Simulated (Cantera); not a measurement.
Input (Python, Cantera):

```python
import numpy as np
import cantera as ct

gas = ct.Solution("gri30.yaml")


def delay(T, t_max=10):
    gas.TPX = T, 500000, {'CO': 1, 'H2': 0.23, 'CH4': 0.59, 'O2': 1.5, 'N2': 4.19, 'H2O': 1.3}
    reactor = ct.IdealGasConstPressureReactor(gas, clone=False)
    net = ct.ReactorNet([reactor])
    net.rtol, net.atol = 1e-8, 1e-16
    while net.time < t_max:
        t_old, T_old = net.time, reactor.T
        net.step()
        if reactor.T > T + 400:  # ignition: a rise of 400 K
            return t_old + (T + 400 - T_old) / (reactor.T - T_old) * (net.time - t_old)
    return np.nan


taus = []
for T in [1175, 1250, 1325, 1400, 1475]:
    taus.append(delay(T))
    print(f"T0 = {T:6g} K   tau = {taus[-1]:.4e} s")

# d ln(tau) / d ln(k), from doubling and halving each rate constant
T, sens = 1250, []
for i in range(gas.n_reactions):
    gas.set_multiplier(2.0, i)
    up = delay(T)
    gas.set_multiplier(0.5, i)
    down = delay(T)
    gas.set_multiplier(1.0, i)
    sens.append((np.log(up / down) / np.log(4.0), gas.reaction(i).equation))
sens.sort(key=lambda x: -abs(x[0]))
print(f"sensitivities at {T} K")
for s, eq in sens[:10]:
    print(f"{s:8.3f}  {eq}")
```

Result:

```
T0 =   1175 K   tau = 1.1136e-03 s
T0 =   1250 K   tau = 5.8020e-04 s
T0 =   1325 K   tau = 3.2694e-04 s
T0 =   1400 K   tau = 1.8931e-04 s
T0 =   1475 K   tau = 1.1138e-04 s
sensitivities at 1250 K
  -1.154  H + O2 <=> O + OH
  -0.698  CH3 + HO2 <=> CH3O + OH
   0.602  2 CH3 (+M) <=> C2H6 (+M)
   0.588  CH4 + OH <=> CH3 + H2O
  -0.364  H2 + OH <=> H + H2O
  -0.231  CO + OH <=> CO2 + H
   0.224  CO + HO2 <=> CO2 + OH
   0.223  CH3 + H (+M) <=> CH4 (+M)
   0.092  2 HO2 <=> H2O2 + O2
   0.091  CH4 + H <=> CH3 + H2
```

Cantera simulation using GRI-Mech 3.0 (53 species, 325 reactions); the numbers are that mechanism's predictions, not measurements.
